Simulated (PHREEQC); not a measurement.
## Acid rinse or clean (model solution)

Consider water at 27 °C with 96 mmol/kgw HBr, 40 mmol/kgw ZnSO4 and 9.5 mmol/kgw KCl. Closed to the air; pH follows from the charge balance.

Equilibrium calculation in PHREEQC: ion-association model, wateq4f.dat.

This is a speciation only: nothing precipitates in the calculation.

Question: Predict the pH, ionic strength.

Answer: pH 1.23; ionic strength 0.190 mol/kgw.

Question: In which forms is Cl present?

Answer: Cl- 97 %, ZnCl+ 3.0 % of the Cl.

Complexes and solids missing from the database can't appear.
